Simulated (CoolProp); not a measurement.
Values from CoolProp's reference Helmholtz-energy equation of state, McLinden 2015.

**Question.** For the fluoroketone C6F12O (FK-5-1-12), give the phase and the density (kg/m³), cp (kJ/(kg K)), isothermal compressibility (1/MPa) at 198.05 °C and 1180 kPa; 226.85 °C and 1180 kPa.

**Answer.** 
- 198.05 °C and 1180 kPa: gas; density 118, cp 1.11, isothermal compressibility 1.08
- 226.85 °C and 1180 kPa: gas; density 105, cp 1.11, isothermal compressibility 1.00
